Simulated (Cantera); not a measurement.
What does this Cantera script print?

```python
import numpy as np
import cantera as ct

gas = ct.Solution("gri30.yaml")
gas.TPX = 500, 46000, {'CH4': 1, 'H2': 0.18, 'O2': 1.9, 'N2': 9.12}
flame = ct.FreeFlame(gas, width=0.069)
flame.set_refine_criteria(ratio=3, slope=0.08, curve=0.16)
flame.transport_model = "mixture-averaged"
flame.solve(loglevel=0, auto=True)
flame.transport_model = "multicomponent"
flame.soret_enabled = True
flame.solve(loglevel=0, refine_grid=True)
z, T = flame.grid, flame.T
thick = (T[-1] - T[0]) / np.gradient(T, z).max()
show = ['CH4', 'H2', 'O2', 'H2O', 'CH3', 'HCO']
print(f"laminar burning velocity  {flame.velocity[0] * 100:.3f} cm/s")
print(f"burnt temperature         {T[-1]:.1f} K")
print(f"thermal thickness         {thick * 1e3:.4f} mm")
print(f"grid points               {len(z)}")
z0 = z[flame.heat_release_rate.argmax()]
print(f"{'z/mm':>9s}{'T/K':>9s}{'u/(m/s)':>9s}" + "".join(f"{s:>11s}" for s in show))
rows = []
for k in (-3, -2, -1.5, -1, -0.5, -0.25, 0, 0.25, 0.5, 1, 2, 4, 8):
    zz = z0 + k * thick
    rows.append([k * thick, np.interp(zz, z, T), np.interp(zz, z, flame.velocity),
                 *(np.interp(zz, z, flame.X[gas.species_index(s)]) for s in show)])
    print(f"{rows[-1][0] * 1e3:9.3f}{rows[-1][1]:9.1f}{rows[-1][2]:9.3f}" + "".join(f"{x:11.3e}" for x in rows[-1][3:]))
```

It prints:

```
laminar burning velocity  83.337 cm/s
burnt temperature         2110.6 K
thermal thickness         0.8358 mm
grid points               138
     z/mm      T/K  u/(m/s)        CH4         H2         O2        H2O        CH3        HCO
   -2.507    500.1    0.834  8.195e-02  1.485e-02  1.557e-01  1.232e-05  6.787e-09  2.485e-17
   -1.672    501.3    0.836  8.178e-02  1.508e-02  1.557e-01  1.767e-04  1.140e-07  3.499e-15
   -1.254    507.4    0.846  8.114e-02  1.545e-02  1.554e-01  9.334e-04  7.052e-07  6.701e-13
   -0.836    560.4    0.936  7.712e-02  1.674e-02  1.527e-01  6.689e-03  8.656e-06  5.481e-10
   -0.418    925.3    1.563  5.563e-02  2.210e-02  1.254e-01  4.254e-02  3.109e-04  5.171e-07
   -0.209   1301.4    2.223  3.113e-02  2.634e-02  8.900e-02  8.118e-02  1.711e-03  1.252e-05
    0.000   1645.8    2.838  7.733e-03  2.690e-02  4.701e-02  1.209e-01  1.845e-03  4.963e-05
    0.209   1785.1    3.082  6.370e-04  2.178e-02  2.266e-02  1.408e-01  2.553e-04  1.632e-05
    0.418   1819.4    3.133  2.715e-05  1.869e-02  1.416e-02  1.457e-01  1.229e-05  1.060e-06
    0.836   1851.2    3.174  5.995e-08  1.814e-02  1.014e-02  1.460e-01  3.040e-08  4.905e-08
    1.672   1890.5    3.231  3.410e-11  1.800e-02  8.381e-03  1.471e-01  1.920e-11  3.532e-08
    3.343   1940.7    3.306  3.501e-15  1.692e-02  6.757e-03  1.505e-01  9.921e-15  2.519e-08
    6.686   1995.8    3.388  1.147e-16  1.534e-02  4.917e-03  1.548e-01  1.043e-15  1.597e-08
```

Detailed kinetics in Cantera: GRI-Mech 3.0 (53 species, 325 reactions). Burning velocities carry a grid error of a few per cent, more on coarse grids.
